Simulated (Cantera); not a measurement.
Feed: 1 mol Al2O3, 0.33 mol HCl, 0.032 mol O2, held at 1330 Pa.

Equilibrium computed with Cantera from the NASA thermochemical tables; the gas is ideal and each condensed phase is pure. Candidate condensed phases: Al, AlCl3, Al2O3, H2O; 29 gas species. Kinetics and transport are ignored.

Over these rows the condensed part is Al2O3(s). Partial pressures as log10 of bar:

```json
[
 {"T (K)": "1248", "1000/T (1/K)": "0.8013", "log p AlCl3": "-7.76", "log p HCl": "-1.95", "log p O2": "-3.05", "log p H2O": "-3.22", "log p Cl": "-3.76"},
 {"T (K)": "1323", "1000/T (1/K)": "0.7559", "log p AlCl3": "-7.34", "log p HCl": "-1.95", "log p O2": "-3.04", "log p H2O": "-3.26", "log p Cl": "-3.52"},
 {"T (K)": "1398", "1000/T (1/K)": "0.7153", "log p AlCl3": "-7.01", "log p HCl": "-1.96", "log p O2": "-3.04", "log p H2O": "-3.26", "log p Cl": "-3.31"},
 {"T (K)": "1473", "1000/T (1/K)": "0.6789", "log p AlCl3": "-6.76", "log p HCl": "-1.96", "log p O2": "-3.05", "log p H2O": "-3.25", "log p Cl": "-3.15"},
 {"T (K)": "1548", "1000/T (1/K)": "0.6460", "log p AlCl3": "-6.58", "log p HCl": "-1.97", "log p O2": "-3.07", "log p H2O": "-3.20", "log p Cl": "-3.02"},
 {"T (K)": "1623", "1000/T (1/K)": "0.6161", "log p AlCl3": "?", "log p HCl": "-1.98", "log p O2": "-3.10", "log p H2O": "-3.15", "log p Cl": "-2.91"}
]
```

Fit log p(AlCl3) = a + b·(1000/T) to the five rows, give the apparent enthalpy, and predict the row at 1623 K.

Means: 1000/T = 0.7195, log p = -7.090. Sxy = -0.115125, Sxx = 0.0150844, so b = -7.63 and a = -7.090 − (-7.63)×0.7195 = -1.60.
Apparent enthalpy: −19.145 × (-7.63) = 146 kJ/mol. With the condensed phases at unit activity, 1/2 Al2O3(s) + 3 HCl(g) = AlCl3(g) + 3/2 H2O(g) links this pressure to the main gases: over the six rows their terms move log p by -0.20 in all, so the slope isn't that reaction's ΔH° alone. The five rows lie within 0.05 of the line.
Prediction at 1623 K: -1.60 + (-7.63)×0.6161 = -6.30. The computed value is -6.46, 0.16 from the line.
